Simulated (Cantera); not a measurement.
## Diamond growth

A diamond (100) surface in a fixed gas of H2 with x(CH4) = 0.0051, x(H) = 0.0086, x(CH3) = 7.9e-05, at 1175 K; coverages are run to steady state.

Computed with Cantera and the Harris–Goodwin 1993 mechanism for the reconstructed diamond (100) surface.

```
P (Pa)  growth (µm/h)  θ c6HH  θ c6H*  θ c6*H  θ c6**    θ c6HM
------  -------------  ------  ------  ------  ------  --------
1400            0.303   0.456  0.0357   0.480  0.0268  0.000578
2200            0.621   0.456  0.0357   0.480  0.0268  0.000805
3500             1.27   0.456  0.0357   0.480  0.0268   0.00108
5500             2.45   0.456  0.0357   0.479  0.0268   0.00137
8700             4.59   0.456  0.0358   0.479  0.0268   0.00165
14000            8.43   0.456  0.0359   0.479  0.0268   0.00191
22000            14.5   0.455  0.0360   0.478  0.0268   0.00211
34000            23.8   0.455  0.0362   0.478  0.0268   0.00225
```
θ: site fractions in the mechanism's names (c6HH fully hydrogenated, c6H* and c6*H radical sites, c6** diradical, c6HM methylated).
